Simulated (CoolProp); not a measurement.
Aqueous ethylene glycol as a coolant, 9 % by mass, freezing at -3.0 °C, 1 atm.

Model: Melinder's fits for secondary coolants, in CoolProp.

| T (°C) | density (kg/m³) | Prandtl number | viscosity (mPa s) | cp (kJ/(kg K)) |
|---|---|---|---|---|
| -0.2 | 1012 | [?] | [?] | 4.054 |
| 8.1 | 1011 | 13.1 | [?] | 4.055 |
| 16.3 | 1010 | 10.1 | [?] | 4.058 |
| 24.5 | 1008 | 7.98 | [?] | 4.062 |
| 32.7 | [?] | 6.47 | 0.914 | 4.068 |

Task: What belongs in the gaps?

Result: 
- -0.2, Prandtl number: 17.6
- -0.2, viscosity (mPa s): 2.29
- 8.1, viscosity (mPa s): 1.75
- 16.3, viscosity (mPa s): 1.37
- 24.5, viscosity (mPa s): 1.11
- 32.7, density (kg/m³): 1006
